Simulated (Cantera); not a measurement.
Input: 1 mol Si(CH₃)₄, 0.011 mol CH₄, 5.5 mol H₂, at 6.30 Torr.

Method: chemical equilibrium by Gibbs-energy minimisation in Cantera with the NASA 1993 tables (ideal gas, pure condensed phases). Candidate condensed phases: C, C₆H₆, C₇H₈, C₈H₁₈, Si, SiC; 87 gas species. Gases not in the tables: Si₂H₆ and higher silanes. Kinetics and transport are ignored.

### Question
Which condensed phases are stable at each of these points (T (K)): 1298, 1398, 1498, 1598, 1698, 1798, 1898, 1998, 2098, 2198, 2298, 2398, 2498, 2598?

### Answer
```tsv
T (K)	condensed phases	Si condensed (%)
1298	C(graphite) + SiC(s)	100.0
1398	C(graphite) + SiC(s)	100.0
1498	C(graphite) + SiC(s)	100.0
1598	C(graphite) + SiC(s)	100.0
1698	C(graphite) + SiC(s)	100.0
1798	C(graphite) + SiC(s)	100.0
1898	C(graphite) + SiC(s)	99.9
1998	C(graphite) + SiC(s)	99.6
2098	C(graphite) + SiC(s)	98.3
2198	C(graphite) + SiC(s)	93.1
2298	C(graphite) + SiC(s)	74.2
2398	C(graphite) + SiC(s)	8.1
2498	C(graphite)	0.0
2598	C(graphite)	0.0
```

From 1298 K to 2398 K the condensed part is C(graphite) + SiC(s). From 2498 K to 2598 K the condensed part is C(graphite).
